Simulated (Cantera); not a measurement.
An isothermal, constant-pressure homogeneous reactor starts with H₂ : O₂ = 0.01 : 1 (molar parts), equivalence ratio 0.0050, at 1125 K and 18.8 Torr.

Cantera simulation using GRI-Mech 3.0 (53 species, 325 reactions); the numbers are that mechanism's predictions, not measurements. Radical loss at walls, strong at low pressure, is not modelled.

One state of this run: x H₂ = 5.07e-9; x O₂ = 0.990; x O = 9.35e-7; x H₂O = 0.00995; x HO₂ = 4.69e-9. x: mole fraction; the columns are a selection and need not sum to one.

Problem. Which value of t (s) does it belong to?
A) 0.0534
B) 0.000100
C) 0.433
D) 10.0

Solution. D, 10.0
